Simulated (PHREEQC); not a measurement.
Solution (25 °C): 0.28 mol/kgw H2SO4 and 0.00016 mol/kgw NiSO4. Closed to the air; pH follows from the charge balance.

All values are PHREEQC results (ion-association model, wateq4f.dat), not measurements.

No solid was allowed to form.

Q: Predict the pH.

A: pH 0.62.

Q: In which forms is Ni present?

A: Ni+2 72 %, NiSO4 27 % of the Ni.
